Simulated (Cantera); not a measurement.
Feed: 1 mol Si, 2.2 mol NF₃, 0.14 mol N₂, 1.9 mol Cl₂, equilibrated at 377 °C and 7.50 Torr.

These are equilibrium values from Cantera (NASA tables, ideal gas, pure condensed phases), not measurements of a reactor. Candidate condensed phases: Si, Si₃N₄; 24 gas species. Equilibrium is a limit: real reactors are often held back by kinetics, nucleation or transport.

Base state: ClF 0.478, N₂ 0.228, SiF₄ 0.184, Cl₂ 0.110 (mole fractions); condensed: gas only.

### Question
What changes in the equilibrium state with this change: temperature from 377 °C to 1400 °C?

### Answer
```json
[
 {"species": "Cl", "before": "4.32e-7", "after": "0.338"},
 {"species": "F", "before": "3.56e-7", "after": "0.267"},
 {"species": "N₂", "before": "0.228", "after": "0.159"},
 {"species": "ClF", "before": "0.478", "after": "0.0656"},
 {"species": "Cl₂", "before": "0.110", "after": "0.0414"},
 {"species": "SiF₄", "before": "0.184", "after": "0.128"},
 {"species": "F₂", "before": "5.25e-9", "after": "2.40e-5"}
]
```
